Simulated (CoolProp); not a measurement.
Model: reference Helmholtz-energy equation of state, Zhou 2016, in CoolProp.

Q: For R245ca, give the phase and the density (kg/m³), Joule-Thomson coefficient (K/MPa) at 449.1 K and 0.468 MPa; 228.4 K and 10 MPa.

A: 
- 449.1 K and 0.468 MPa: gas; density 17.5, Joule-Thomson coefficient 7.81
- 228.4 K and 10 MPa: liquid; density 1560, Joule-Thomson coefficient -0.333
